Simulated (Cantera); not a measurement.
What does this Cantera script print?

```python
import numpy as np
import cantera as ct

gas = ct.Solution("gri30.yaml")
gas.TPX = 1250, 2400000, {'CH4': 1, 'H2O': 2.4}
reactor = ct.IdealGasConstPressureReactor(gas, energy="off", clone=False)
net = ct.ReactorNet([reactor])
net.rtol, net.atol = 1e-08, 1e-18
show = ['CH4', 'H2O', 'CH2O', 'CO', 'H2', 'CH3', 'HO2']
times = np.geomspace(5e-06, 200, 10)

steps = ct.SolutionArray(gas, extra=["t"])
rows = []
print(f"{'t/s':>10s}{'T/K':>9s}{'P/Pa':>11s}" + "".join(f"{s:>11s}" for s in show))
for t in times:
    while net.time < t:
        t_next = net.step()
        steps.append(gas.state, t=t_next)
    rows.append([np.interp(t, steps.t, y) for y in (steps.T, steps.P, *steps(*show).X.T)])
    print(f"{t:10.3e}{rows[-1][0]:9.1f}{rows[-1][1]:11.4g}" + "".join(f"{x:11.3e}" for x in rows[-1][2:]))
rate = np.gradient(steps.T, steps.t)
print("integrator steps:", len(steps.t))
if steps.T.max() > steps.T[0] + 200:
    print(f"time of steepest temperature rise: {steps.t[rate.argmax()]:.4e} s")
gas.TPX = 1250, 2400000, {'CH4': 1, 'H2O': 2.4}
gas.equilibrate("TP")
print(f"equilibrium (TP): T = {gas.T:.1f} K  " + "  ".join(f"{s} {gas[s].X[0]:.3e}" for s in show))
```

Output:

```
       t/s      T/K       P/Pa        CH4        H2O       CH2O         CO         H2        CH3        HO2
 5.000e-06   1250.0    2.4e+06  2.941e-01  7.059e-01  2.654e-16  4.102e-22  9.263e-09  1.853e-08  5.545e-25
 3.497e-05   1250.0    2.4e+06  2.941e-01  7.059e-01  9.057e-14  3.923e-18  6.497e-08  1.289e-07  6.079e-22
 2.445e-04   1250.0    2.4e+06  2.941e-01  7.059e-01  2.249e-11  3.839e-14  4.585e-07  6.898e-07  1.796e-19
 1.710e-03   1250.0    2.4e+06  2.941e-01  7.059e-01  6.397e-10  1.743e-11  3.293e-06  9.081e-07  4.340e-19
 1.196e-02   1250.0    2.4e+06  2.941e-01  7.059e-01  9.152e-09  1.790e-09  2.391e-05  9.433e-07  4.860e-19
 8.363e-02   1250.0    2.4e+06  2.938e-01  7.058e-01  1.383e-07  2.304e-07  2.040e-04  1.107e-06  7.874e-19
 5.848e-01   1250.0    2.4e+06  2.916e-01  7.051e-01  3.404e-07  8.190e-06  2.157e-03  1.239e-06  1.285e-18
 4.090e+00   1250.0    2.4e+06  2.765e-01  6.991e-01  4.579e-07  1.354e-04  1.691e-02  1.342e-06  1.938e-18
 2.860e+01   1250.0    2.4e+06  2.489e-01  6.820e-01  4.838e-07  9.129e-04  4.842e-02  2.193e-06  1.011e-17
 2.000e+02   1250.0    2.4e+06  2.519e-01  6.452e-01  2.526e-07  3.018e-03  7.912e-02  1.713e-06  4.765e-18
integrator steps: 1402
equilibrium (TP): T = 1250.0 K  CH4 1.041e-02  H2O 2.377e-01  CH2O 9.295e-07  CO 1.412e-01  H2 5.733e-01  CH3 2.645e-08  HO2 4.007e-20
```

Detailed kinetics in Cantera: GRI-Mech 3.0 (53 species, 325 reactions). The pressure lies above the range GRI-Mech 3.0 was tuned for (to about 10 atm).
